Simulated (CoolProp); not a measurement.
Vapour-liquid equilibrium of CHF3 (R23) (1) + R125 (2) at 0.0959 MPa; x and y are mole fractions of (1).

The numbers come from the multi-fluid Helmholtz-energy mixture model, Penoncello 2003 and Lemmon 2005; pair parameters Bell 2016 in CoolProp.

```tsv
x	bubble temperature, mixture model (°C)	bubble temperature, Raoult's law (°C)	y, mixture model	y, Raoult's law
0.05	?	-53.1	0.202	0.220
0.2	-61.7	-62.0	0.578	0.595
0.35	-68.2	-68.2	?	0.772
0.5	-73.0	-72.9	?	0.870
0.65	-76.7	-76.6	0.924	0.929
0.8	-79.7	-79.7	0.963	0.967
0.95	-82.2	-82.2	0.992	0.993
```

Q: Complete the blanks.

A: 
- 0.05, bubble temperature, mixture model (°C): -52.8
- 0.35, y, mixture model: 0.765
- 0.5, y, mixture model: 0.865

The largest gap from Raoult's law is +0.3 K in bubble temperature, at x = 0.2. No azeotrope shows between x = 0.05 and 0.95.

Pair parameters are fitted to limited data, so mixtures are less certain than the pure fluids. The gap from Raoult's law changes sign with composition, which may be real or a fault of the pair parameters; it wasn't checked against measurements.
